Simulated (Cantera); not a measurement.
Feed: 1 mol TEOS, 7.4 mol H2O, held at 673 K and 0.0120 bar.

Method: chemical equilibrium by Gibbs-energy minimisation in Cantera with the NASA 1993 tables (ideal gas, pure condensed phases). The feed counts by its element totals alone. Rates play no part.

```tsv
species	before	after
H2	0.575	0.664
CO	0.0281	0.222
CO2	0.126	0.0622
H2O	0.211	0.0435
CH4	0.0606	0.00734
C(graphite), mol	3.89	0.969
SiO2(α-quartz), mol	1.00	1.00
```
Gas species are given as mole fractions.

Task: Which change was made?
A. temperature from 673 K to 623 K
B. temperature from 673 K to 798.15 K
C. temperature from 673 K to 1175 K
D. H2O from 7.4 to 0.1 mol

Result: B, temperature from 673 K to 798.15 K
